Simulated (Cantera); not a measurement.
Mixture: CH4 : O2 : N2 : CO2 = 1 : 1.67 : 5.33 : 0.23 (molar parts), at 760 Torr, adiabatic and at constant pressure. Ignition delay is the time to a rise of 400 K.

Computed with Cantera and GRI-Mech 3.0 (53 species, 325 reactions).

What does this change do: 0.031 parts H2 added?


| quantity | before | after |
|---|---|---|
| delay at 1150 K | 94.7 ms | 62.5 ms |
| delay at 1200 K | 45.5 ms | 32.1 ms |
| delay at 1250 K | 22.6 ms | 16.8 ms |
| delay at 1300 K | 11.7 ms | 9.00 ms |
| delay at 1350 K | 6.21 ms | 4.94 ms |
| delay at 1400 K | 3.42 ms | 2.80 ms |
| apparent activation energy between 1300 and 1400 K | 190 kJ/mol | 180 kJ/mol |
